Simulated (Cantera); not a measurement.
A Cantera script and its output.

```python
import numpy as np
import cantera as ct

gas = ct.Solution("gri30.yaml")


def delay(T, t_max=10):
    gas.TPX = T, 2900000, {'CH4': 1, 'CO': 0.09, 'O2': 4.65, 'N2': 17.5}
    reactor = ct.IdealGasConstPressureReactor(gas, clone=False)
    net = ct.ReactorNet([reactor])
    net.rtol, net.atol = 1e-8, 1e-16
    while net.time < t_max:
        t_old, T_old = net.time, reactor.T
        net.step()
        if reactor.T > T + 400:  # ignition: a rise of 400 K
            return t_old + (T + 400 - T_old) / (reactor.T - T_old) * (net.time - t_old)
    return np.nan


taus = []
for T in [1050, 1125, 1200, 1275, 1350, 1425, 1500]:
    taus.append(delay(T))
    print(f"T0 = {T:6g} K   tau = {taus[-1]:.4e} s")
```

It prints:

```
T0 =   1050 K   tau = 1.2237e-02 s
T0 =   1125 K   tau = 3.6834e-03 s
T0 =   1200 K   tau = 1.3066e-03 s
T0 =   1275 K   tau = 5.2731e-04 s
T0 =   1350 K   tau = 2.3521e-04 s
T0 =   1425 K   tau = 1.1348e-04 s
T0 =   1500 K   tau = 5.8339e-05 s
```

Detailed kinetics in Cantera: GRI-Mech 3.0 (53 species, 325 reactions). The pressure lies above the range GRI-Mech 3.0 was tuned for (to about 10 atm).
